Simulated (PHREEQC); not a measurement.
A PHREEQC speciation (ion-association model, phreeqc.dat) at 25 °C gives pH 0.77 and these molalities:

```csv
species,mol/kgw
H+,0.218
HSO4-,0.161
SO4-2,0.0269
BF4-,0.0148
HF,0.00824
H3BO3,0.00777
Cu+2,0.00616
CuSO4,0.00254
BF3OH-,0.000618
BF2(OH)2-,9.58e-5
F-,4.98e-5
CuF+,1.57e-6
HF2-,1.55e-6
```

**Question.** What are the element totals, and what could have been dissolved in 1 kg of water to give them?

**Answer.** This is not unique; one that fits is totals B 0.0233, Cu(2) 0.00870, F 0.0696, S(6) 0.190 mol/kgw, from 0.0087 mol Cu(BF4)2, 0.19 mol H2SO4 and 0.0059 mol H3BO3 per kg of water.

Precipitation was switched off in this run. Species that the database lacks are ignored. Real BF4- forms and hydrolyses slowly; the run takes it at equilibrium.
